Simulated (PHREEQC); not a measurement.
Make-up at 20 °C: 0.0039 mol BaCl2 and 0.0061 mol NaF per kg of water. Closed to the air; pH follows from the charge balance.

Equilibrium calculation in PHREEQC: ion-association model, wateq4f.dat.

```json
[
 {"quantity": "pH", "before": "7.52", "after": "7.21"},
 {"quantity": "NaF (mol/kgw)", "before": "1.63e-5", "after": "1.95e-7"},
 {"quantity": "BaOH+ (mol/kgw)", "before": "2.97e-9", "after": "1.85e-10"},
 {"quantity": "SI of BaF2 (BaF2)", "before": "-1.41", "after": "-4.19"}
]
```

Task: Which change was made?
A) NaF from 0.0061 to 0.00915 mol/kgw
B) diluted 5-fold with water
C) BaCl2 replaced by Ba(OH)2 at the same molality
D) diluted 10-fold with water

Result: D, diluted 10-fold with water

No solid was allowed to form.
